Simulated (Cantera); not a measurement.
Cantera run, input and output.

```python
import numpy as np
import cantera as ct

gas = ct.Solution("gri30.yaml")


def delay(T, t_max=10):
    gas.TPX = T, 52000, {'C3H8': 1, 'O2': 4.55, 'N2': 27.7}
    reactor = ct.IdealGasReactor(gas, clone=False)
    net = ct.ReactorNet([reactor])
    net.rtol, net.atol = 1e-8, 1e-16
    while net.time < t_max:
        t_old, T_old = net.time, reactor.T
        net.step()
        if reactor.T > T + 400:  # ignition: a rise of 400 K
            return t_old + (T + 400 - T_old) / (reactor.T - T_old) * (net.time - t_old)
    return np.nan


taus = []
for T in [1075, 1125, 1175, 1225, 1275, 1325]:
    taus.append(delay(T))
    print(f"T0 = {T:6g} K   tau = {taus[-1]:.4e} s")
```

Result:

```
T0 =   1075 K   tau = 1.8668e-01 s
T0 =   1125 K   tau = 5.5374e-02 s
T0 =   1175 K   tau = 1.7919e-02 s
T0 =   1225 K   tau = 6.4317e-03 s
T0 =   1275 K   tau = 2.5753e-03 s
T0 =   1325 K   tau = 1.1488e-03 s
```

Model: GRI-Mech 3.0 (53 species, 325 reactions), integrated in Cantera. GRI-Mech 3.0 was tuned for natural gas; its chemistry of propane as a main component is partial and can be far from experiment.
